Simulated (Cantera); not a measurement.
Cantera with NASA thermochemical tables; ideal gases at 1 bar, condensed phases pure. Values are per mole of reaction as written; species without (g) are pure solids or liquids, kept so even where they would boil at 1 bar.

Task: Between 1225 and 1825 K, where is each reaction favourable under standard conditions?
- SrO + NF3(g) → 3 F(g) + Sr + NO(g)

Result: 
- SrO + NF3(g) → 3 F(g) + Sr + NO(g): ΔG° is 523 kJ at 1225 K and 259 kJ at 1825 K; it stays positive (K < 1). ΔH° is 1058 kJ and ΔS° 438 J/K at 1825 K.
